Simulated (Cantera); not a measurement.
## Moist CO burnout

An isothermal, constant-pressure homogeneous reactor starts with CO : O₂ : H₂O : N₂ = 0.0047 : 0.0057 : 0.075 : 1 (molar parts), equivalence ratio 0.41, at 900 K and 5.20 bar.

Cantera simulation using GRI-Mech 3.0 (53 species, 325 reactions); the numbers are that mechanism's predictions, not measurements.

```
t (s)        x CO     x O₂   x H₂O       x O    x NO
--------  -------  -------  ------  --------  ------
0.000400  0.00433  0.00525  0.0691  1.58e-12  <1e-12
0.000959  0.00433  0.00525  0.0691  1.77e-12  <1e-12
0.00230   0.00433  0.00525  0.0691  1.79e-12  <1e-12
0.00551   0.00433  0.00525  0.0691  1.82e-12  <1e-12
0.0132    0.00433  0.00525  0.0691  1.88e-12  <1e-12
0.0316    0.00433  0.00525  0.0691  2.04e-12  <1e-12
0.0758    0.00433  0.00525  0.0691  2.49e-12  <1e-12
0.182     0.00433  0.00525  0.0691  4.02e-12  <1e-12
0.436     0.00433  0.00525  0.0691  1.26e-11  <1e-12
1.04      0.00432  0.00525  0.0691  1.07e-10  <1e-12
2.50      0.00417  0.00517  0.0691  4.34e-10  <1e-12
6.00      0.00365  0.00491  0.0691  4.18e-10  <1e-12
```
x: mole fraction; the columns are a selection and need not sum to one.

Equilibrium at this temperature and pressure: CO <1e-12, O₂ 0.00309, H₂O 0.0692, O <1e-12, NO 1.22e-6 (gas phase only).
